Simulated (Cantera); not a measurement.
Input: 1 mol SiO2, 0.51 mol MgCl2, 0.24 mol O2, equilibrated at 1023 K and 88.0 mbar.

Equilibrium computed with Cantera from the NASA thermochemical tables; the gas is ideal and each condensed phase is pure. Candidate condensed phases: Mg, MgCl2, MgO, MgSiO3, Mg2SiO4, Si, SiO2; 20 gas species. Mutual solubility and eutectic melting of coexisting phases are not modelled. Condensed phases not in the tables: alloys, solid solutions and most ternary compounds. The numbers say what is thermodynamically allowed, not how fast it happens.

Base state: Cl2 0.995, MgCl2 0.00363, Cl 0.00183, SiCl4 3.32e-5 (mole fractions); condensed: MgCl2(l) + MgSiO3(s) + SiO2(β-quartz).

Problem. What changes in the equilibrium state with this change: temperature from 1023 K to 1050 K?

Solution. 
| species | before | after |
|---|---|---|
| Cl2 | 0.995 | 0.991 |
| MgCl2 | 0.00363 | 0.00648 |
| Cl | 0.00183 | 0.00266 |
| SiCl4 | 3.32e-5 | 5.10e-5 |
| MgCl2(l), mol | 0.0282 | 0.0268 |
| MgSiO3(s), mol | 0.480 | 0.480 |
| SiO2(β-quartz), mol | 0.520 | 0.520 |
